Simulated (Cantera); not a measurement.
Charge: 1 mol Si, 0.21 mol N2O, 16 mol N2, 0.0014 mol O2, held at 2.40 Pa.

These are equilibrium values from Cantera (NASA tables, ideal gas, pure condensed phases), not measurements of a reactor. Candidate condensed phases: Si, SiO2, Si2N2O, Si3N4; 16 gas species. Mutual solubility and eutectic melting of coexisting phases are not modelled. The tables' values for SiN are old estimates; treat these amounts as uncertain. The numbers say what is thermodynamically allowed, not how fast it happens.

x: gas mole fraction; n: condensed amount in mol.

| T (°C) | x N2 | x Si | x SiO | x Si2 | x Si2N | n Si2N2O(s) | n Si3N4(s) | n Si(s) | n Si(l) |
|---|---|---|---|---|---|---|---|---|---|
| 927 | 1.00 | 6.48e-10 | 4.00e-7 | <1e-12 | <1e-12 | 0.213 | 0.191 | 0 | 0 |
| 1002 | 1.000 | 3.87e-8 | 1.24e-5 | <1e-12 | 3.94e-11 | 0.213 | 0.192 | 0 | 0 |
| 1077 | 1.000 | ? | ? | ? | ? | 0.209 | 0.193 | 0 | 0 |
| 1152 | 0.996 | 3.75e-5 | 0.00395 | 1.53e-8 | 2.52e-7 | 0.151 | 0.212 | 0 | 0 |
| 1227 | 0.987 | 0.000439 | 0.0130 | 5.61e-7 | 4.12e-6 | 0 | 0 | 0.780 | 0 |
| 1302 | 0.985 | 0.00239 | 0.0129 | 5.09e-6 | 1.80e-5 | 0 | 0 | 0.747 | 0 |
| 1377 | 0.976 | 0.0112 | 0.0128 | 3.76e-5 | 6.84e-5 | 0 | 0 | 0.597 | 0 |
| 1452 | 0.945 | 0.0423 | 0.0124 | 0.000202 | 0.000197 | 0 | 0 | 0 | 0.0434 |
| 1527 | 0.942 | 0.0453 | 0.0124 | 9.39e-5 | 5.26e-5 | 0 | 0 | 0 | 0 |
| 1602 | 0.942 | 0.0456 | 0.0124 | ? | ? | 0 | 0 | 0 | 0 |
| 1677 | 0.942 | 0.0456 | 0.0124 | 1.92e-5 | 4.04e-6 | 0 | 0 | 0 | 0 |
| 1752 | 0.942 | 0.0457 | 0.0124 | 9.46e-6 | 1.29e-6 | 0 | 0 | 0 | 0 |
| 1827 | 0.942 | 0.0457 | 0.0124 | 4.89e-6 | 4.45e-7 | 0 | 0 | 0 | 0 |

### Question
Fill in the missing entries.

### Answer

- 1602, x Si2: 4.13e-5
- 1602, x Si2N: 1.39e-5
- 1077, x Si: 1.46e-6
- 1077, x SiO: 0.000260
- 1077, x Si2: 9.96e-11
- 1077, x Si2N: 4.04e-9
